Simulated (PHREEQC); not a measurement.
A solution holds 0.029 mol HF and 0.0068 mol NH4F per kg of water, at 25 °C. Closed to the air; pH follows from the charge balance.

The numbers come from PHREEQC with the ion-association model, phreeqc.dat.

Each row changes one thing in this solution. This is a speciation only: nothing precipitates in the calculation.

| case | pH | ionic strength (mol/kgw) | HF (mol/kgw) | F- (mol/kgw) | HF2- (mol/kgw) |
|---|---|---|---|---|---|
| as made | 2.65 | 0.00926 | 0.0257 | 0.00843 | 0.000832 |
| temperature from 25 to 90 °C | 3.10 | 0.00768 | 0.0273 | 0.00690 | 0.000781 |
| NH4F replaced by HBF4 at the same molality | 2.07 | 0.00932 | 0.0264 | 0.00229 | 0.000231 |
| HF from 0.029 to 0.0261 mol/kgw | 2.69 | 0.00904 | 0.0231 | 0.00831 | 0.000737 |
| NH4F from 0.0068 to 0.0034 mol/kgw | 2.52 | 0.00666 | 0.0251 | 0.00607 | [?] |
| NH4F replaced by KF at the same molality | 2.65 | 0.00926 | 0.0257 | 0.00843 | 0.000832 |
| temperature from 25 to 15 °C | 2.59 | 0.00958 | 0.0254 | 0.00880 | [?] |
| HF replaced by HBF4 at the same molality | 1.72 | 0.0286 | 0.0108 | 0.000447 | 1.85e-5 |

Problem. Some entries are withheld; supply them.

Solution. 
- NH4F from 0.0068 to 0.0034 mol/kgw, HF2- (mol/kgw): 0.000586
- temperature from 25 to 15 °C, HF2- (mol/kgw): 0.000785

Complexes and solids missing from the database can't appear. At this temperature some constants are extrapolated from 25 °C, and those without enthalpy data are left unchanged. Real BF4- forms and hydrolyses slowly; the run takes it at equilibrium.
